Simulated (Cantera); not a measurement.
**Equilibrium for silicon epitaxy and polysilicon growth: SiCl4 + HCl + H2**

Input: 1 mol SiCl4, 0.12 mol HCl, 65 mol H2, equilibrated at 1.20 bar.

These are equilibrium values from Cantera (NASA tables, ideal gas, pure condensed phases), not measurements of a reactor. Candidate condensed phases: Si; 19 gas species. The tables' values for SiCl3 are old estimates; treat these amounts as uncertain. Kinetics and transport are ignored.

```
T (°C)   x H2   x HCl  x SiCl2  x SiHCl3   x SiCl4   x SiCl3  n Si(s)
------  -----  ------  -------  --------  --------  --------  -------
975     0.962  0.0263  0.00180   0.00454   0.00352  0.000936    0.227
1025    0.958  0.0312  0.00271   0.00349   0.00252   0.00107    0.299
1075    0.955  0.0356  0.00373   0.00251   0.00165   0.00111    0.359
1125    0.952  0.0391  0.00472   0.00169  0.000990   0.00105    0.403
1175    0.950  0.0415  0.00558   0.00108  0.000553  0.000916    0.432
1225    0.949  0.0430  0.00625  0.000673  0.000297  0.000762    0.447
1275    0.948  0.0439  0.00675  0.000414  0.000157  0.000615    0.454
1325    0.948  0.0443  0.00713  0.000257   8.36e-5  0.000491    0.455
```
x: gas mole fraction; n: condensed amount in mol.

From 975 °C to 1325 °C the condensed part is Si(s). The main Si-bearing gas is SiHCl3 at 975 °C and SiCl2 at 1325 °C. The share of Si in condensed phases is highest at 1325 °C (45.5 %) and lowest at 975 °C (22.7 %).
